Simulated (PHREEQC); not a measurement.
**Copper plating or etch bath (model solution)**

Consider water at 20 °C with 0.011 mol Cu(BF4)2, 0.00061 mol H2SO4 and 1.1e-05 mol Na2SO4 per kg of water. Closed to the air; pH follows from the charge balance.

Computed with PHREEQC (ion-association model, phreeqc.dat).

This is a speciation only: nothing precipitates in the calculation.

Q: Estimate the pH, ionic strength.

A: pH 2.71; ionic strength 0.0346 mol/kgw.

Q: In which forms is B present?

A: BF4- 87 %, BF3OH- 6.3 %, H3BO3 5.5 %, BF2(OH)2- 1.5 % of the B.

Real BF4- forms and hydrolyses slowly; the run takes it at equilibrium.
